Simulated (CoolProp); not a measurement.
Aqueous ethylene glycol as a coolant, at 25 °C, 1 atm.

Values from CoolProp's Melinder's fits for secondary coolants.

```tsv
mass %	freezing point (°C)	conductivity (W/(m K))	cp (kJ/(kg K))	Prandtl number	viscosity (mPa s)
1.1	-0.3	0.602	4.167	6.33	0.914
5.6	-1.8	0.581	4.107	7.13	1.01
10	-3.4	0.560	4.049	8.11	1.12
14.4	-5.2	0.539	3.989	9.28	1.25
18.8	-7.3	0.519	3.924	10.6	1.41
23.2	-9.8	0.499	3.853	12.2	1.57
27.6	-12.8	0.480	3.777	13.9	1.76
32.1	-16.3	0.461	3.693	15.9	1.98
36.5	-20.3	0.443	3.609	18.0	2.21
40.9	-24.8	0.426	3.521	20.5	2.48
45.3	-29.9	0.409	3.433	23.4	2.78
49.7	-35.6	0.393	3.344	26.6	3.13
```
